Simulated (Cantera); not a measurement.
Feed: 1 mol NiS, 72 mol H2, 3.7 mol N2, equilibrated at 1950 K and 100 Torr.

Equilibrium computed with Cantera from the NASA thermochemical tables; the gas is ideal and each condensed phase is pure. Candidate condensed phases: Ni, NiS, NiS2, Ni3S2, Ni3S4, S; 17 gas species. Equilibrium is a limit: real reactors are often held back by kinetics, nucleation or transport.

Base state: H2 0.936, N2 0.0486, H2S 0.00814, H 0.00304, SH 0.00217, S2 0.00123, Ni 0.000768, S 0.000219 (mole fractions); condensed: Ni(l).

Q: What changes in the equilibrium state with this change: temperature from 1950 K to 2175 K?

A: 
```tsv
species	before	after
H2	0.936	0.918
N2	0.0486	0.0479
H	0.00304	0.0128
Ni	0.000768	0.00957
NiS	0.000153	0.000823
S	0.000219	0.000931
Ni(l), mol	0.930	0.197
```
